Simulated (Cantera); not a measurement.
Mixture: CH₄ : CO : O₂ : N₂ : H₂O = 1 : 0.24 : 0.964 : 3.62 : 0.57 (molar parts), equivalence ratio 2.2, at 1.01 bar, adiabatic and at constant pressure. Ignition delay is the time to a rise of 400 K.

Detailed kinetics in Cantera: GRI-Mech 3.0 (53 species, 325 reactions).

### Question
What does this change do: pressure from 1.01 bar to 23.0 bar?

### Answer
```
quantity                                                before       after
--------------------------------------------------  ----------  ----------
delay at 1050 K                                         1.34 s     47.2 ms
delay at 1250 K                                        56.2 ms     2.52 ms
delay at 1450 K                                        4.00 ms    0.283 ms
delay at 1650 K                                       0.470 ms     43.1 µs
delay at 1850 K                                       0.100 ms     8.46 µs
apparent activation energy between 1650 and 1850 K  200 kJ/mol  210 kJ/mol
```
The pressure lies above the range GRI-Mech 3.0 was tuned for (to about 10 atm).

### Question
What does this change do: constant volume in place of constant pressure?

### Answer
```csv
quantity,before,after
delay at 1050 K,1.34 s,1.25 s
delay at 1250 K,56.2 ms,51.2 ms
delay at 1450 K,4.00 ms,3.65 ms
delay at 1650 K,0.470 ms,0.431 ms
delay at 1850 K,0.100 ms,91.3 µs
apparent activation energy between 1650 and 1850 K,200 kJ/mol,200 kJ/mol
```
